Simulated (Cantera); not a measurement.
An isothermal, constant-pressure homogeneous reactor starts with 1.61 % C2H6, 98.4 % N2, at 1300 K and 750 Torr.

Computed with Cantera and GRI-Mech 3.0 (53 species, 325 reactions). GRI-Mech 3.0 stops at C3 and has no aromatics, soot or wall deposition, so with more carbon than oxygen in the feed, carbon stays in small species such as C2H2 where larger ones or solid carbon would form.

### Question
Predict: x(C2H6) at 10.0 s; x(CH3) at 10.0 s; x(C2H2) at 10.0 s; x(H) at 10.0 s; x(C2H4) at 10.0 s; x(H2) at 10.0 s.

### Answer
- x(C2H6) at 10.0 s: 9.17e-7 (gas-phase equilibrium 3.32e-7)
- x(CH3) at 10.0 s: 4.41e-7 (gas-phase equilibrium 3.41e-7)
- x(C2H2) at 10.0 s: 0.0134 (gas-phase equilibrium 0.00314)
- x(H) at 10.0 s: 2.33e-7 (gas-phase equilibrium 1.84e-7)
- x(C2H4) at 10.0 s: 0.00101 (gas-phase equilibrium 0.000243)
- x(H2) at 10.0 s: 0.0265 (gas-phase equilibrium 0.0272)
